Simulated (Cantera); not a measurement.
## CH3F + H2 (fluorocarbon and chlorocarbon gases)

Input: 1 mol CH3F, 14 mol H2, equilibrated at 1.00 bar.

Equilibrium computed with Cantera from the NASA thermochemical tables; the gas is ideal and each condensed phase is pure. Candidate condensed phases: C, C6H6, C7H8, C8H18; 95 gas species. Equilibrium is a limit: real reactors are often held back by kinetics, nucleation or transport.

From 1125 K to 2025 K the condensed part is C(graphite). The main C-bearing gas is CH4 at 1125 K and C2H2 (acetylene) at 2025 K. The share of C in condensed phases is highest at 1800 K (98.4 %) and lowest at 1125 K (62.5 %).

```csv
T (K),x H2,x HF,x CH4,x H,x C2H2 (acetylene),n C(graphite)
1125,0.912,0.0640,0.0240,4.24e-8,2.09e-8,0.625
1200,0.923,0.0633,0.0135,1.90e-7,9.48e-8,0.787
1275,0.929,0.0630,0.00800,7.10e-7,3.57e-7,0.873
1350,0.932,0.0628,0.00501,2.30e-6,1.15e-6,0.920
1425,0.934,0.0627,0.00329,6.59e-6,3.29e-6,0.947
1500,0.935,0.0626,0.00225,1.70e-5,8.44e-6,0.964
1575,0.936,0.0626,0.00159,4.02e-5,1.97e-5,0.974
1650,0.936,0.0626,0.00116,8.79e-5,4.27e-5,0.980
1725,0.936,0.0625,0.000876,0.000180,8.63e-5,0.983
1800,0.936,0.0625,0.000675,0.000346,0.000164,0.984
1875,0.936,0.0625,0.000531,0.000634,0.000297,0.982
1950,0.935,0.0625,0.000426,0.00111,0.000511,0.977
2025,0.934,0.0625,0.000347,0.00186,0.000846,0.967
```
x: gas mole fraction; n: condensed amount in mol.
